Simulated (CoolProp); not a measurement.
Vapour-liquid equilibrium of propane (1) + isohexane (2) at 0.39 MPa; x and y are mole fractions of (1).

Values from CoolProp's multi-fluid Helmholtz-energy mixture model, Lemmon 2009 and Lemmon 2006; pair parameters Bell 2016.

```json
[
 {"x": "0.05", "bubble temperature (K)": "365.7", "y at the bubble point": "0.347", "dew temperature at overall composition x (K)": "?", "liquid density (mol/L)": "6.863"},
 {"x": "0.125", "bubble temperature (K)": "?", "y at the bubble point": "0.657", "dew temperature at overall composition x (K)": "377.2", "liquid density (mol/L)": "7.335"},
 {"x": "0.2", "bubble temperature (K)": "326.9", "y at the bubble point": "0.809", "dew temperature at overall composition x (K)": "373.6", "liquid density (mol/L)": "7.763"},
 {"x": "0.275", "bubble temperature (K)": "314.3", "y at the bubble point": "0.885", "dew temperature at overall composition x (K)": "369.7", "liquid density (mol/L)": "?"},
 {"x": "0.35", "bubble temperature (K)": "304.7", "y at the bubble point": "0.927", "dew temperature at overall composition x (K)": "365.5", "liquid density (mol/L)": "8.545"},
 {"x": "0.425", "bubble temperature (K)": "297.1", "y at the bubble point": "0.951", "dew temperature at overall composition x (K)": "361.0", "liquid density (mol/L)": "8.923"},
 {"x": "0.5", "bubble temperature (K)": "291.0", "y at the bubble point": "0.966", "dew temperature at overall composition x (K)": "356.1", "liquid density (mol/L)": "9.305"},
 {"x": "0.575", "bubble temperature (K)": "285.9", "y at the bubble point": "0.977", "dew temperature at overall composition x (K)": "350.6", "liquid density (mol/L)": "9.693"},
 {"x": "0.65", "bubble temperature (K)": "281.5", "y at the bubble point": "0.984", "dew temperature at overall composition x (K)": "344.3", "liquid density (mol/L)": "10.09"},
 {"x": "0.725", "bubble temperature (K)": "277.7", "y at the bubble point": "0.989", "dew temperature at overall composition x (K)": "337.0", "liquid density (mol/L)": "10.51"},
 {"x": "0.8", "bubble temperature (K)": "274.4", "y at the bubble point": "?", "dew temperature at overall composition x (K)": "328.1", "liquid density (mol/L)": "10.94"},
 {"x": "0.875", "bubble temperature (K)": "271.4", "y at the bubble point": "0.996", "dew temperature at overall composition x (K)": "316.3", "liquid density (mol/L)": "11.39"},
 {"x": "0.95", "bubble temperature (K)": "268.6", "y at the bubble point": "0.999", "dew temperature at overall composition x (K)": "297.5", "liquid density (mol/L)": "11.85"}
]
```

Problem. Complete the blanks.

Solution. 
- 0.05, dew temperature at overall composition x (K): 380.7
- 0.125, bubble temperature (K): 343.7
- 0.275, liquid density (mol/L): 8.162
- 0.8, y at the bubble point: 0.993

No azeotrope shows between x = 0.05 and 0.95.

The pair parameters rest on a limited set of measurements; away from them the model extrapolates.
